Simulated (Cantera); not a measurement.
An adiabatic, constant-pressure homogeneous reactor starts with 3.33 % C3H8, 20.3 % O2, 76.3 % N2, at 1100 K and 5.00 bar.

Model: GRI-Mech 3.0 (53 species, 325 reactions), integrated in Cantera. GRI-Mech 3.0 was tuned for natural gas; its chemistry of propane as a main component is partial and can be far from experiment.

Q: Predict: time of steepest temperature rise; temperature at 1.00 s; equilibrium temperature; x(O2) at 1.00 s; x(HO2) at 1.00 s; x(CO2) at 1.00 s; x(NO) at 1.00 s.

A: 
```
Property                                                             Value
---------------------------------  ---------------------------------------
time of steepest temperature rise                                  18.5 ms
temperature at 1.00 s                                               2586 K
equilibrium temperature                                             2586 K
x(O2) at 1.00 s                      0.0342 (gas-phase equilibrium 0.0342)
x(HO2) at 1.00 s                   7.44e-6 (gas-phase equilibrium 7.44e-6)
x(CO2) at 1.00 s                     0.0841 (gas-phase equilibrium 0.0841)
x(NO) at 1.00 s                      0.0103 (gas-phase equilibrium 0.0103)
```
